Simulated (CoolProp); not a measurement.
A simple Rankine cycle with water: condensing at 290.15 K, boiler at 3.32 MPa, turbine inlet 527.6 K, turbine efficiency 0.9, pump efficiency 0.7, no recuperator. Each further row changes one setting.

Values from CoolProp's reference Helmholtz-energy equation of state, Wagner 2002.

```json
[
 {"case": "as stated", "thermal efficiency (%)": "___", "net work (kJ/kg)": "935", "heat in (kJ/kg)": "2780", "turbine exit temperature (K)": "290.1", "volume ratio over the turbine": "812"},
 {"case": "turbine inlet 547.6 K", "thermal efficiency (%)": "33.8", "net work (kJ/kg)": "960", "heat in (kJ/kg)": "___", "turbine exit temperature (K)": "290.1", "volume ratio over the turbine": "777"},
 {"case": "condensing temperature 282.15 K", "thermal efficiency (%)": "34.8", "net work (kJ/kg)": "979", "heat in (kJ/kg)": "2810", "turbine exit temperature (K)": "282.2", "volume ratio over the turbine": "___"},
 {"case": "boiler pressure 2.32 MPa", "thermal efficiency (%)": "32.5", "net work (kJ/kg)": "___", "heat in (kJ/kg)": "2830", "turbine exit temperature (K)": "290.1", "volume ratio over the turbine": "559"},
 {"case": "turbine efficiency 0.8", "thermal efficiency (%)": "29.9", "net work (kJ/kg)": "831", "heat in (kJ/kg)": "2780", "turbine exit temperature (K)": "290.1", "volume ratio over the turbine": "858"}
]
```

Task: What belongs in the gaps?

Result: 
- as stated, thermal efficiency (%): 33.7
- turbine inlet 547.6 K, heat in (kJ/kg): 2840
- condensing temperature 282.15 K, volume ratio over the turbine: 1320
- boiler pressure 2.32 MPa, net work (kJ/kg): 917

The expansion ends wet for: as stated; turbine inlet 547.6 K; condensing temperature 282.15 K; boiler pressure 2.32 MPa; turbine efficiency 0.8.
